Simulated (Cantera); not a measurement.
Feed: 1 mol SiHCl3, a varied amount of H2, equilibrated at 827 °C and 1 atm.

Cantera equilibrium calculation (NASA polynomials, part measured and part estimated; ideal gas, pure solids and liquids). Candidate condensed phases: Si; 19 gas species. Rates play no part.

Question: What share of the Si ends up in condensed phases as a function of n(H2) (mol), at 14, 21, 32, 48, 72, 110, 160, 240, 360, 540?

Answer: 
```json
[
 {"n(H2) (mol)": "14", "Si condensed (%)": "21.6", "as": "Si(s)"},
 {"n(H2) (mol)": "21", "Si condensed (%)": "23.1", "as": "Si(s)"},
 {"n(H2) (mol)": "32", "Si condensed (%)": "25.4", "as": "Si(s)"},
 {"n(H2) (mol)": "48", "Si condensed (%)": "28.6", "as": "Si(s)"},
 {"n(H2) (mol)": "72", "Si condensed (%)": "33.0", "as": "Si(s)"},
 {"n(H2) (mol)": "110", "Si condensed (%)": "39.1", "as": "Si(s)"},
 {"n(H2) (mol)": "160", "Si condensed (%)": "46.0", "as": "Si(s)"},
 {"n(H2) (mol)": "240", "Si condensed (%)": "54.8", "as": "Si(s)"},
 {"n(H2) (mol)": "360", "Si condensed (%)": "64.6", "as": "Si(s)"},
 {"n(H2) (mol)": "540", "Si condensed (%)": "74.4", "as": "Si(s)"}
]
```
